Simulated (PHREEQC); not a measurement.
Synthetic water in mg/L, 25 °C, pH 7.17, pe -0.8:

```
constituent            mg/L
------------------  -------
Na                     12.8
K                     0.125
Ca                     9.49
Mg                     5.19
Cl                     11.7
S(6) as SO4            16.2
Alkalinity as HCO3     51.2
Si as SiO2            0.935
Li                  0.00133
B                    0.0085
N(-3) as NH4         0.0122
Sr                    0.452
```

Valence states are taken as typed.

Model: ion-association model, phreeqc.dat, run in PHREEQC.

No solid was allowed to form.

Problem. What specific conductance, charge-balance error does the model give?

Solution. specific conductance 157 µS/cm; charge-balance error -1.2 %.

Problem. In which forms is Mg present?

Solution. Mg+2 97 %, MgSO4 2.4 %, MgHCO3+ 0.8 % of the Mg.
